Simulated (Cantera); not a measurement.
What does this Cantera script print?

```python
import numpy as np
import cantera as ct

gas = ct.Solution("gri30.yaml")
gas.TPX = 450, 1700000, {'CH4': 1, 'C2H6': 0.16, 'C3H8': 0.038, 'O2': 3.02, 'N2': 11.4, 'H2O': 0.3}
inlet = ct.Reservoir(gas, clone=True)
gas.equilibrate("HP")  # start burning
reactor = ct.IdealGasConstPressureReactor(gas, energy="on", clone=False)
exhaust = ct.Reservoir(gas, clone=True)
tau = [0.052, 0.022, 0.0092, 0.0038, 0.0016, 0.00067, 0.00028, 0.00012, 4.9e-05, 2.1e-05, 8.6e-06, 3.6e-06][0]
for a, b in ((inlet, reactor), (reactor, exhaust)):
    ct.MassFlowController(a, b, mdot=lambda t: reactor.mass / tau)
net = ct.ReactorNet([reactor])
show = ['CH4', 'C2H6', 'C3H8', 'CH2O', 'HCO']

rows = []
print(f"{'tau/s':>10s}{'T/K':>9s}" + "".join(f"{s:>11s}" for s in show))
for tau in [0.052, 0.022, 0.0092, 0.0038, 0.0016, 0.00067, 0.00028, 0.00012, 4.9e-05, 2.1e-05, 8.6e-06, 3.6e-06]:
    net.initial_time = 0.0
    net.advance(30 * tau)
    before = gas.X
    net.advance(40 * tau)
    drift = np.max(np.abs(gas.X - before) / (gas.X + 1e-9))
    rows.append([gas.T, *gas[show].X, drift])
    print(f"{tau:10.3e}{gas.T:9.1f}" + "".join(f"{x:11.3e}" for x in gas[show].X))
```

Output:

```
     tau/s      T/K        CH4       C2H6       C3H8       CH2O        HCO
 5.200e-02   2246.8  7.238e-07  1.296e-08  3.354e-09  1.360e-07  2.748e-09
 2.200e-02   2247.3  1.665e-06  3.023e-08  7.828e-09  3.163e-07  6.242e-09
 9.200e-03   2246.6  3.819e-06  7.117e-08  1.842e-08  7.339e-07  1.469e-08
 3.800e-03   2243.4  8.604e-06  1.687e-07  4.346e-08  1.675e-06  3.533e-08
 1.600e-03   2236.1  1.816e-05  3.873e-07  9.887e-08  3.587e-06  8.363e-08
 6.700e-04   2222.4  3.663e-05  8.787e-07  2.203e-07  7.310e-06  1.994e-07
 2.800e-04   2199.7  7.209e-05  1.971e-06  4.797e-07  1.432e-05  4.776e-07
 1.200e-04   2165.6  1.417e-04  4.339e-06  1.013e-06  2.725e-05  1.121e-06
 4.900e-05   2109.2  3.190e-04  1.065e-05  2.344e-06  5.650e-05  2.779e-06
 2.100e-05   1972.9  1.306e-03  4.588e-05  8.779e-06  1.757e-04  6.655e-06
 8.600e-06    450.0  6.282e-02  1.005e-02  2.387e-03 -1.297e-16 -9.340e-35
 3.600e-06    450.0  6.282e-02  1.005e-02  2.387e-03 -2.639e-18 -1.150e-36
```

Cantera simulation using GRI-Mech 3.0 (53 species, 325 reactions); the numbers are that mechanism's predictions, not measurements. The pressure lies above the range GRI-Mech 3.0 was tuned for (to about 10 atm).
